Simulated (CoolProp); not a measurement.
C2F6 (R116) along the isobar 12600 kPa: fugacity coefficient from the reference equation and from simpler models built on Tc = 293.0 K, pc = 3048 kPa, ω = 0.257; each cubic takes its own stable root.

Computed with CoolProp (reference Helmholtz-energy equation of state, Lemmon 2006). It is a short technical equation, of lower accuracy than the large ones.

```csv
T (K),phase,reference
263,liquid,0.1483
277.7,liquid,0.2004
292.4,liquid,0.2588
307.2,supercritical,0.3218
321.9,supercritical,0.3864
336.6,supercritical,0.4510
351.4,supercritical,0.5140
366.1,supercritical,0.5730
380.8,supercritical,0.6276
395.5,supercritical,0.6773
410.3,supercritical,0.7225
425,supercritical,0.7627
```

Problem. How far does each simpler model (van der Waals, Redlich-Kwong, Soave-Redlich-Kwong, Peng-Robinson) lie from the reference over these 12 states: mean and median of the absolute difference, and the worst?

Solution. 
- van der Waals: mean 18.1 %, median 13.0 %, worst +64.4 % at 263 K and 12600 kPa
- Redlich-Kwong: mean 7.3 %, median 7.5 %, worst +16.7 % at 263 K and 12600 kPa
- Soave-Redlich-Kwong: mean 4.8 %, median 4.9 %, worst +5.3 % at 307.2 K and 12600 kPa
- Peng-Robinson: mean 3.5 %, median 3.4 %, worst -4.2 % at 263 K and 12600 kPa
